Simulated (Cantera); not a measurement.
A closed system holds: 1 mol CuO, 1.9 mol CH4, 0.31 mol CO, at 2100 °C and 1.33 mbar.

These are equilibrium values from Cantera (NASA tables, ideal gas, pure condensed phases), not measurements of a reactor. Candidate condensed phases: C, C6H6, C7H8, C8H18, Cu, CuO, Cu(OH)2, Cu2O, H2O; 113 gas species. Equilibrium is a limit: real reactors are often held back by kinetics, nucleation or transport.

Base state: H2 0.419, H 0.247, CO 0.188, Cu 0.143, C2H2 (acetylene) 0.00257, C2H 8.22e-5, C3 4.63e-5, C 1.98e-5 (mole fractions); condensed: C(graphite).

### Question
What changes in the equilibrium state with this change: temperature from 2100 °C to 552 °C?

### Answer
| species | before | after |
|---|---|---|
| H2 | 0.419 | 0.745 |
| CO | 0.188 | 0.248 |
| CO2 | <1e-9 | 0.00369 |
| H | 0.247 | <1e-9 |
| Cu | 0.143 | <1e-9 |
| C2H2 (acetylene) | 0.00257 | <1e-9 |
| H2O | 3.55e-9 | 0.00310 |
| C2H | 8.22e-5 | <1e-9 |
| C3 | 4.63e-5 | <1e-9 |
| C | 1.98e-5 | <1e-9 |
| C(graphite), mol | 0.862 | 0.931 |
| Cu(s), mol | 0 | 1.00 |
